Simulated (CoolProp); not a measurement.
A single-stage vapour-compression cycle with n-pentane: evaporating at 283.15 K (dew point), condensing at 316.15 K (bubble point), superheat 2 K, subcooling 2 K, compressor efficiency 0.9, no pressure losses. Each further row changes one setting.

Computed with CoolProp (reference Helmholtz-energy equation of state, Thol 2019).

```json
[
 {"case": "as stated", "cooling COP": "6.90", "pressure ratio": "3.37", "discharge temperature (K)": "316.2", "refrigerating effect (kJ/kg)": "309", "volumetric capacity (kJ/m³)": "363"},
 {"case": "evaporating temperature 288.15 K", "cooling COP": "…", "pressure ratio": "2.75", "discharge temperature (K)": "316.2", "refrigerating effect (kJ/kg)": "…", "volumetric capacity (kJ/m³)": "451"},
 {"case": "condensing temperature 311.15 K", "cooling COP": "8.32", "pressure ratio": "2.86", "discharge temperature (K)": "311.2", "refrigerating effect (kJ/kg)": "321", "volumetric capacity (kJ/m³)": "377"},
 {"case": "subcooling 7 K", "cooling COP": "…", "pressure ratio": "3.37", "discharge temperature (K)": "316.2", "refrigerating effect (kJ/kg)": "321", "volumetric capacity (kJ/m³)": "377"},
 {"case": "superheat 12 K", "cooling COP": "7.00", "pressure ratio": "3.37", "discharge temperature (K)": "324.5", "refrigerating effect (kJ/kg)": "325", "volumetric capacity (kJ/m³)": "369"},
 {"case": "compressor efficiency 0.8", "cooling COP": "6.14", "pressure ratio": "3.37", "discharge temperature (K)": "317.5", "refrigerating effect (kJ/kg)": "309", "volumetric capacity (kJ/m³)": "363"}
]
```

Complete the blanks.


- evaporating temperature 288.15 K, cooling COP: 8.45
- evaporating temperature 288.15 K, refrigerating effect (kJ/kg): 317
- subcooling 7 K, cooling COP: 7.17

The compression ends wet for: as stated; evaporating temperature 288.15 K; condensing temperature 311.15 K; subcooling 7 K.
